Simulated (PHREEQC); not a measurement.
Solution (25 °C): 0.26 mol/kgw NaHF2. Closed to the air; pH follows from the charge balance.

Computed with PHREEQC (ion-association model, wateq4f.dat).

Each row changes one thing in this solution. This is a speciation only: nothing precipitates in the calculation.

```
case                                             pH  ionic strength (mol/kgw)  Na+ (mol/kgw)
---------------------------------------------  ----  ------------------------  -------------
as made                                        3.17                     0.249          0.248
NaHF2 replaced by Na3PO4 at the same molality     …                      1.48          0.773
NaHF2 from 0.26 to 0.286 mol/kgw               3.17                         …              …
diluted 5-fold with water                         …                    0.0519         0.0511
NaHF2 from 0.26 to 0.234 mol/kgw               3.17                     0.225          0.224
```

### Question
Some entries are withheld; supply them.

### Answer

- NaHF2 replaced by Na3PO4 at the same molality, pH: 12.26
- NaHF2 from 0.26 to 0.286 mol/kgw, ionic strength (mol/kgw): 0.273
- NaHF2 from 0.26 to 0.286 mol/kgw, Na+ (mol/kgw): 0.273
- diluted 5-fold with water, pH: 3.16

The ionic strength passes 0.7 mol/kgw, the rough limit of the ion-association models, in NaHF2 replaced by Na3PO4 at the same molality. wateq4f.dat counts part of the HF as a dimer, H2F2, which phreeqc.dat doesn't know; its constant is uncertain.
